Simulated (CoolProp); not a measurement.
Vapour-liquid equilibrium of dimethyl ether (1) + methanol (2) at 0.0162 MPa; x and y are mole fractions of (1).

Computed with CoolProp (multi-fluid Helmholtz-energy mixture model, Wu 2011 and de Reuck 1993; pair parameters Bell 2016).

Give the bubble temperature and the first vapour's composition at x = 0.35, 0.5, 0.65. Is there an azeotrope?

x = 0.35: 221.4 K, y = 0.996; x = 0.5: 218.7 K, y = 0.997; x = 0.65: 217.2 K, y = 0.997. No azeotrope shows between x = 0.05 and 0.95.

Pair parameters are fitted to limited data, so mixtures are less certain than the pure fluids. With so large a gap from Raoult's law the liquid may split in two, which this calculation doesn't test in full.
